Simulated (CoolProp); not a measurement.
Values from CoolProp's reference Helmholtz-energy equation of state, Zhou 2011.

Problem. Give the vapour pressure (kPa), vapour density (kg/m³), liquid cp (kJ/(kg K)) of saturated dimethyl carbonate at 478.7, 499.7, 510.2 K.

Solution. 
```json
[
 {"T (K)": "478.7", "p (kPa)": "1480", "vapour density (kg/m³)": "42.2", "liquid cp (kJ/(kg K))": "2.38"},
 {"T (K)": "499.7", "p (kPa)": "2100", "vapour density (kg/m³)": "62.2", "liquid cp (kJ/(kg K))": "2.56"},
 {"T (K)": "510.2", "p (kPa)": "2470", "vapour density (kg/m³)": "75.7", "liquid cp (kJ/(kg K))": "2.70"}
]
```
